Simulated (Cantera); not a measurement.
**Stirred combustor or abatement burner**

A perfectly stirred reactor is fed with 6.03 % CH₄, 19.8 % O₂, 74.2 % N₂, equivalence ratio 0.61, at 1500000 Pa; it is adiabatic with a 400 K inlet, and is followed from long to short residence time, starting on the burning branch (τ in s: 0.024, 0.011, 0.0054, 0.0025, 0.0012, 0.00056, 0.00026, 0.00012, 5.9e-05).

Model: GRI-Mech 3.0 (53 species, 325 reactions), integrated in Cantera. The pressure lies above the range GRI-Mech 3.0 was tuned for (to about 10 atm).

```tsv
τ (s)	T (K)	x CH₄	x O₂	x NO	x HCN	x C₂H₄	x C₂H₆	x N₂O
0.024	1765	1.46e-5	0.0772	4.76e-6	5.27e-9	1.47e-8	3.16e-9	8.29e-7
0.011	1763	2.73e-5	0.0773	3.69e-6	7.06e-9	4.66e-8	1.01e-8	1.09e-6
0.0054	1760	4.76e-5	0.0775	3.18e-6	9.72e-9	1.27e-7	2.80e-8	1.42e-6
0.0025	1755	8.80e-5	0.0778	2.81e-6	1.41e-8	3.69e-7	8.36e-8	1.84e-6
0.0012	1745	0.000165	0.0785	2.39e-6	1.99e-8	1.07e-6	2.53e-7	2.18e-6
0.00056	1722	0.000363	0.0801	1.68e-6	2.59e-8	4.04e-6	1.04e-6	2.26e-6
0.00026	400	0.0603	0.198	<1e-12	<1e-12	<1e-12	<1e-12	<1e-12
0.00012	400	0.0603	0.198	<1e-12	<1e-12	<1e-12	<1e-12	<1e-12
5.9e-5	400	0.0603	0.198	<1e-12	<1e-12	<1e-12	<1e-12	<1e-12
```
x: mole fraction; the columns are a selection and need not sum to one.
